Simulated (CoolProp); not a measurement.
The fluoroketone C6F12O (FK-5-1-12) along the isotherm 365.8 K: density (kg/m³) from the reference equation and from simpler models built on Tc = 441.8 K, pc = 1.869 MPa, ω = 0.471; each cubic takes its own stable root.

Model: reference Helmholtz-energy equation of state, McLinden 2015, in CoolProp.

```csv
p (MPa),phase,reference,van der Waals,Redlich-Kwong,Soave-Redlich-Kwong,Peng-Robinson
2.34,liquid,1395,857.9,1182,1267,1432
4.67,liquid,1419,909.9,1240,1308,1474
7.01,liquid,1440,944.7,1284,1341,1508
9.35,liquid,1458,970.9,1319,1368,1536
11.7,liquid,1474,992.0,1349,1392,1561
14,liquid,1488,1009,1373,1412,1582
16.4,liquid,1502,1024,1396,1431,1601
18.7,liquid,1514,1037,1415,1447,1618
```
